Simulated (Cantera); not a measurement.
Cantera run, input and output.

```python
import numpy as np
import cantera as ct

gas = ct.Solution("gri30.yaml")
gas.TP = 300, 250000
flame = ct.CounterflowDiffusionFlame(gas, width=0.02)
flame.fuel_inlet.X, flame.fuel_inlet.T = {'CH4': 1, 'H2': 0.037}, 623
flame.oxidizer_inlet.X, flame.oxidizer_inlet.T = {'O2': 0.2, 'N2': 0.8}, 725
flame.set_refine_criteria(ratio=3, slope=0.12, curve=0.24, prune=0.03)
show = ['OH', 'H', 'NO', 'CO', 'C2H2']

rows = []
print(f"{'mdot':>8s}{'a_max':>10s}{'a_mean':>10s}{'Tmax/K':>9s}" + "".join(f"{s:>11s}" for s in show) + "   (peak mole fractions)")
for i, mdot in enumerate([1.5, 2.2, 3.3, 5, 7.4, 11, 17]):  # kg/m2/s on the oxidiser side
    flame.oxidizer_inlet.mdot, flame.fuel_inlet.mdot = mdot, 0.83 * mdot
    flame.solve(loglevel=0, auto=(i == 0))
    if flame.T.max() < max(623, 725) + 100:
        print(f"{mdot:8.3g}  no burning solution found from the previous one")
        break
    dT = np.abs(np.gradient(flame.T, flame.grid))
    rows.append([flame.strain_rate("max"), flame.strain_rate("mean"), flame.T.max(),
                 *(flame.X[gas.species_index(s)].max() for s in show), max(dT[0], dT[-1]) / dT.max()])
    print(f"{mdot:8.3g}{rows[-1][0]:10.1f}{rows[-1][1]:10.1f}{rows[-1][2]:9.1f}" + "".join(f"{x:11.3e}" for x in rows[-1][3:-1]))
```

Result:

```
    mdot     a_max    a_mean   Tmax/K         OH          H         NO         CO       C2H2   (peak mole fractions)
     1.5     548.1     145.8   2253.1  8.791e-03  3.683e-03  3.538e-04  5.461e-02  1.632e-02
     2.2     777.1     213.8   2235.6  8.845e-03  3.883e-03  3.194e-04  5.330e-02  1.498e-02
     3.3    1129.1     320.7   2218.7  8.872e-03  4.100e-03  2.814e-04  5.243e-02  1.366e-02
       5    1658.2     485.8   2199.2  8.797e-03  4.293e-03  2.366e-04  5.179e-02  1.223e-02
     7.4    2383.2     719.0   2175.0  8.541e-03  4.393e-03  1.888e-04  5.138e-02  1.075e-02
      11    3449.2    1068.9   2143.9  8.080e-03  4.393e-03  1.376e-04  5.120e-02  9.065e-03
      17    5197.7    1651.9   2096.3  7.221e-03  4.162e-03  8.193e-05  5.129e-02  6.905e-03
```

Cantera simulation using GRI-Mech 3.0 (53 species, 325 reactions); the numbers are that mechanism's predictions, not measurements. GRI-Mech 3.0 has no aromatics or soot, which form on the fuel side of real flames. The maximum strain rate includes the flame's own expansion and is several times the mean.
